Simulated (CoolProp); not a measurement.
Vapour-liquid equilibrium of toluene (1) + ethylbenzene (2) at 493 kPa; x and y are mole fractions of (1).

Values from CoolProp's multi-fluid Helmholtz-energy mixture model, Lemmon 2006 and Zhou 2012; pair parameters Bell 2016.

Question: Give the bubble temperature and the first vapour's composition at x = 0.35, 0.5, 0.65. Is there an azeotrope?

Answer: x = 0.35: 195.4 °C, y = 0.460; x = 0.5: 191.1 °C, y = 0.614; x = 0.65: 186.9 °C, y = 0.751. No azeotrope shows between x = 0.05 and 0.95.

The pair parameters rest on a limited set of measurements; away from them the model extrapolates.
